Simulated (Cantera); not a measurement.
A closed system holds: 1 mol FeS2, 410 mol H2, held at 2073 K and 1600 Pa.

Cantera equilibrium calculation (NASA polynomials, part measured and part estimated; ideal gas, pure solids and liquids). Candidate condensed phases: Fe, FeS, FeS2, S; 8 gas species. The numbers say what is thermodynamically allowed, not how fast it happens.

Base state: H2 0.973, H 0.0205, Fe 0.00240, SH 0.00176, H2S 0.00128, S 0.000852, S2 0.000456 (mole fractions); condensed: gas only.

Problem. What changes in the equilibrium state with this change: H2 from 410 to 0.6 mol?

Solution. 
```tsv
species	before	after
H2	0.973	0.461
S2	0.000456	0.402
Fe	0.00240	0.0436
S	0.000852	0.0253
SH	0.00176	0.0360
H2S	0.00128	0.0180
H	0.0205	0.0141
FeS(l), mol	0	0.948
```
FeS: taken at fixed stoichiometry.
